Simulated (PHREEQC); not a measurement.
A solution holds 0.04 mol AlCl3 per kg of water, at 60 °C. It is in equilibrium with CO2 at log p = -1 (atm). Otherwise closed; pH follows from the charge balance.

The numbers come from PHREEQC with the ion-association model, phreeqc.dat.

| Property | Value |
|---|---|
| pH | 2.99 |
| ionic strength | 0.237 mol/kgw |
| specific conductance | 20200 µS/cm |
| density | 0.988 g/cm³ |

| species | molality | activity | log γ |
|---|---|---|---|
| Cl- | 0.120 | 0.0824 | -0.163 |
| Al+3 | 0.0387 | 0.00415 | -0.971 |
| CO2 | 0.00156 | 0.00164 | 0.024 |
| H+ | 0.00132 | 0.00103 | -0.108 |
| AlOH+2 | 0.00123 | 0.000334 | -0.566 |
| Al(OH)2+ | 4.24e-5 | 3.06e-5 | -0.141 |
| HCO3- | 1.13e-6 | 8.18e-7 | -0.141 |
| (CO2)2 | 1.21e-7 | 1.28e-7 | 0.024 |
| Al(OH)3 | 3.15e-8 | 3.32e-8 | 0.024 |

This is a speciation only: nothing precipitates in the calculation. Saturation is exceeded, for instance for Gibbsite (slow to form); the values hold only as long as no solid forms. Constants without temperature data keep their 25 °C values here.
